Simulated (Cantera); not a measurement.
A Cantera script and what it prints.

```python
import numpy as np
import cantera as ct

gas_names = """
    C CN CO CO2 C2 CCN CNC C2N2 C2O C3 C3O2 C4 C4N2 C5 Fe FeC5O5 FeO N NCO NO NO2 NO3 N2 N2O O O2 O3
""".split()
cond_names = """
    C(gr) Fe(a) Fe(c) Fe(d) Fe(L) FeC5O5(L) FeO(s) FeO(L) Fe2O3(s) Fe3O4(s)
""".split()


# ... load() reads the species with a 1 bar reference pressure and builds the phases ...
atoms = {
    'Fe2O3': {'Fe': 2, 'O': 3},
    'CO': {'C': 1, 'O': 1},
    'N2': {'N': 2},
}
top_T = {'C(gr)': 4500, 'Fe2O3(s)': 1830, 'Fe3O4(s)': 1870}  # K; cautious upper limits of use, not melting points


# ... equilibrate(T, P, feed) seeds the gas with the atoms and calls Mixture.equilibrate('TP', solver="vcs", rtol=1e-11, max_steps=5000) ...
results = []
feed = {'Fe2O3': 1, 'CO': 15, 'N2': 14}  # mol
T = 2250  # K
P = 770  # Pa
mix = equilibrate(T, P, feed)
results.append((T, P, feed, dict(zip(mix.species_names, mix.species_moles))))
x = sorted(zip(gas.X, gas.species_names), reverse=True)
print(f"T = {T:g} K  P = {P:g} Pa  gas = {mix.phase_moles(0):.4g} mol")
print("   x: " + "  ".join(f"{s} {v:.3e}" for v, s in x if v > 1e-06))
print("   condensed (mol): " + ("  ".join(f"{mix.phase(i).name} {mix.phase_moles(i):.4g}"
      for i in range(1, mix.n_phases) if mix.phase_moles(i) > 1e-12) or "none"))
```

It prints:

```
T = 2250 K  P = 770 Pa  gas = 31.05 mol
   x: N2 4.506e-01  CO 3.916e-01  CO2 9.147e-02  Fe 6.174e-02  FeO 2.664e-03  O 9.439e-04  NO 5.227e-04  O2 5.040e-04
   condensed (mol): none
```

Equilibrium computed with Cantera from the NASA thermochemical tables; the gas is ideal and each condensed phase is pure.
